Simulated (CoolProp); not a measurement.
Methanol at 505.15 K and 17.7 MPa flows at 0.85 m/s in a round tube of 6 mm bore and 45 µm roughness, fully developed (64/Re and Nu = 3.66 if laminar; Colebrook and Gnielinski if turbulent). Each further row changes one setting.

Model: reference Helmholtz-energy equation of state, de Reuck 1993, in CoolProp.

```
case              Reynolds number  Darcy friction factor  pressure drop (Pa/m)  heat-transfer coefficient (W/(m² K))  mass flow (kg/h)
----------------  ---------------  ---------------------  --------------------  ------------------------------------  ----------------
as stated                   34700                 0.0365                  1200                                  6200              47.4
velocity 1.7 m/s            69400                 0.0355            (withheld)                                 12300        (withheld)
diameter 12 mm              69400             (withheld)                   487                                  5300               190
```

Problem. Some entries are withheld; supply them.

Solution. 
- velocity 1.7 m/s, pressure drop (Pa/m): 4690
- velocity 1.7 m/s, mass flow (kg/h): 94.9
- diameter 12 mm, Darcy friction factor: 0.0295

Viscosity comes from a separate model (Xiang 2006). Thermal conductivity comes from a separate model (Sykioti 2013).
